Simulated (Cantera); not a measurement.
## N2O furnace oxynitridation

A perfectly stirred reactor is fed with 70.4 % N₂O, 29.6 % O₂, at 0.620 bar; it is held at 1550 K, and followed from long to short residence time.

Detailed kinetics in Cantera: GRI-Mech 3.0 (53 species, 325 reactions). GRI-Mech 3.0 was tuned for natural gas; its chemistry of N2O as a main component is partial and can be far from experiment. The temperature is held fixed by assumption; the heat of reaction is taken as removed at once.

```
τ (s)     x N₂O   x O₂    x NO     x NO₂    x N₂       x O
------  -------  -----  ------  --------  ------  --------
2.0     0.00684  0.451  0.0523  0.000230   0.490   2.54e-5
0.82     0.0153  0.441  0.0675  0.000286   0.476   3.57e-5
0.34     0.0330  0.429  0.0829  0.000341   0.455   4.89e-5
0.14     0.0690  0.414  0.0946  0.000380   0.422   6.48e-5
0.059     0.135  0.395  0.0967  0.000382   0.373   8.04e-5
0.024     0.248  0.372  0.0844  0.000327   0.295   9.37e-5
0.010     0.392  0.347  0.0606  0.000227   0.201  0.000102
0.0042    0.525  0.325  0.0356  0.000126   0.115  0.000107
0.0017    0.618  0.310  0.0173   5.36e-5  0.0552  0.000109
```
x: mole fraction; the columns are a selection and need not sum to one.
